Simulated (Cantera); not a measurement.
Charge: 1 mol Si₃N₄, 0.0066 mol H₂O, 520 mol H₂, held at 128 Torr.

Method: chemical equilibrium by Gibbs-energy minimisation in Cantera with the NASA 1993 tables (ideal gas, pure condensed phases). Candidate condensed phases: H₂O, Si, SiO₂, Si₂N₂O, Si₃N₄; 35 gas species. Mutual solubility and eutectic melting of coexisting phases are not modelled. The numbers say what is thermodynamically allowed, not how fast it happens. All values below are at 1325 K.

Base state: H₂ 1.000 (mole fractions); condensed: Si(s) + Si₂N₂O(s) + Si₃N₄(s).

Question: What changes in the equilibrium state with this change: Si₃N₄ replaced by Si?

Answer: 
```csv
species,before,after
H₂,1.000,1.000
SiO,4.07e-8,1.26e-5
"Si(s), mol",0.000932,0.993
"Si₂N₂O(s), mol",0.00658,0
"Si₃N₄(s), mol",0.995,0
```
